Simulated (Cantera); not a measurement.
Input (Python, Cantera) and output of one run.

```python
import numpy as np
import cantera as ct

gas_names = """
    H HO2 H2 H2O H2O2 H2S H2SO4 Mg MgH MgO MgOH MgO2H2 MgS Mg2 O OH O2 O3 S SH SO SO2 SO3 S2 S2O S8
""".split()
cond_names = """
    H2O(s) H2O(L) H2SO4(L) Mg(cr) Mg(L) MgO(s) MgO(L) MgO2H2(s) MgS(s) MgSO4(s) MgSO4(L) S(cr1) S(cr2)
    S(L)
""".split()


# ... load() reads the species with a 1 bar reference pressure and builds the phases ...
atoms = {
    'MgSO4': {'Mg': 1, 'S': 1, 'O': 4},
    'H2O': {'H': 2, 'O': 1},
}
top_T = {'MgS(s)': 2250}  # K; cautious upper limits of use, not melting points


# ... equilibrate(T, P, feed) seeds the gas with the atoms and calls Mixture.equilibrate('TP', solver="vcs", rtol=1e-11, max_steps=5000) ...
results = []
feed = {'MgSO4': 1, 'H2O': 1.1}  # mol
T = 598.15  # K
P = 1800  # Pa
mix = equilibrate(T, P, feed)
results.append((T, P, feed, dict(zip(mix.species_names, mix.species_moles))))
print(gas.report(threshold=1e-06))
for i in range(1, mix.n_phases):
    print(f"{mix.phase(i).name:16s} {mix.phase_moles(i):12.5e} mol")
```

Output:

```
       temperature   598.15 K
          pressure   1800 Pa
           density   0.0065202 kg/m^3
  mean mol. weight   18.015 kg/kmol
   phase of matter   gas

                          1 kg             1 kmol
                     ---------------   ---------------
          enthalpy       -1.2844e+07       -2.3139e+08  J
   internal energy        -1.312e+07       -2.3636e+08  J
           entropy             13674        2.4634e+05  J/K
    Gibbs function       -2.1023e+07       -3.7874e+08  J
 heat capacity c_p            2014.9             36299  J/K
 heat capacity c_v            1553.4             27985  J/K

                      mass frac. Y      mole frac. X     chem. pot. / RT
                     ---------------   ---------------   ---------------
               H2O                 1                 1           -76.154
     [  +25 minor]        7.7166e-11        2.6606e-11

H2O(L)            0.00000e+00 mol
H2SO4(L)          0.00000e+00 mol
Mg(cr)            0.00000e+00 mol
MgO(s)            1.90253e-11 mol
MgO2H2(s)         0.00000e+00 mol
MgS(s)            0.00000e+00 mol
MgSO4(s)          1.00000e+00 mol
S(L)              0.00000e+00 mol
```

Equilibrium computed with Cantera from the NASA thermochemical tables; the gas is ideal and each condensed phase is pure.
